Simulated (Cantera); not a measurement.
Feed: 1 mol SiCl4, a varied amount of H2, equilibrated at 16.0 mbar.

Method: chemical equilibrium by Gibbs-energy minimisation in Cantera with the NASA 1993 tables (ideal gas, pure condensed phases). Candidate condensed phases: Si; 19 gas species. The tables' values for SiCl3 are old estimates. Rates play no part.

### Question
What condenses at these points (T in K, n(H2) in mol): (2125, 51); (1875, 300); (2125, 170); (2125, 300); (1975, 410)?

### Answer
```tsv
T (K)	n(H2) in mol	condensed phases	Si condensed (%)
2125	51	gas only	0.0
1875	300	Si	64.6
2125	170	gas only	0.0
2125	300	gas only	0.0
1975	410	gas only	0.0
```
